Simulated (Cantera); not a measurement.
A diamond (100) surface in a fixed gas of H2 with x(CH4) = 0.011, x(CH3) = 0.0011, at 1350 K, 120 Torr; coverages are run to steady state.

Detailed kinetics in Cantera: the Harris–Goodwin 1993 mechanism for the reconstructed diamond (100) surface.

θ: site fractions in the mechanism's names (c6HH fully hydrogenated, c6H* and c6*H radical sites, c6** diradical, c6HM methylated).

```
x(H)     growth (µm/h)  θ c6HH  θ c6H*  θ c6*H   θ c6**   θ c6HM
-------  -------------  ------  ------  ------  -------  -------
0.0001               ?   0.683  0.0283   0.279  0.00321  0.00109
0.00022              ?   0.560  0.0387   0.382  0.00814  0.00158
0.00048              ?   0.467  0.0463   0.456   0.0166  0.00206
0.0011               ?   0.406  0.0508   0.501   0.0286  0.00253
0.0023               ?   0.377  0.0528   0.520   0.0390  0.00284
0.0051               ?   0.360  0.0538   0.529   0.0475  0.00297
0.011                ?   0.353  0.0544   0.533   0.0525  0.00283
0.024                ?   0.349  0.0551   0.535   0.0553  0.00240
0.053                ?   0.348  0.0562   0.535   0.0570  0.00176
```

Q: Some entries are withheld; supply them.

A: 
- 0.0001, growth (µm/h): 0.863
- 0.00022, growth (µm/h): 3.33
- 0.00048, growth (µm/h): 9.03
- 0.0011, growth (µm/h): 19.3
- 0.0023, growth (µm/h): 31.6
- 0.0051, growth (µm/h): 49.1
- 0.011, growth (µm/h): 73.9
- 0.024, growth (µm/h): 111
- 0.053, growth (µm/h): 160
